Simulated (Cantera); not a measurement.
A closed system holds: 1 mol HMDSO, a varied amount of H2O, 1.7 mol N2, held at 1400 K and 10.0 Pa.

Equilibrium computed with Cantera from the NASA thermochemical tables; the gas is ideal and each condensed phase is pure. Candidate condensed phases: C, C6H6, C7H8, C8H18, H2O, Si, SiC, SiO2, Si2N2O, Si3N4; 151 gas species. The feed counts by its element totals alone. N2 is the only nitrogen source here; it is nearly inert below about 1500 K, so the nitride shown seldom forms there in practice. Mutual solubility and eutectic melting of coexisting phases are not modelled. The tables hold silica as quartz up to 1696 K and as liquid above; real silica turns to tridymite and cristobalite and melts near 1996 K. Kinetics and transport are ignored.

Problem. What share of the Si ends up in condensed phases as a function of n(H2O) (mol), at 1.7, 3.2, 4.6, 6.1, 7.6, 9, 11, 12?

Solution. 
```
n(H2O) (mol)  Si condensed (%)                  as
------------  ----------------  ------------------
1.7                       99.8              SiC(s)
3.2                       95.0              SiC(s)
4.6                       84.1  SiC(s) + Si2N2O(s)
6.1                       75.9  SiC(s) + Si2N2O(s)
7.6                       30.0      SiO2(β-quartz)
9                         99.0      SiO2(β-quartz)
11                       100.0      SiO2(β-quartz)
12                       100.0      SiO2(β-quartz)
```
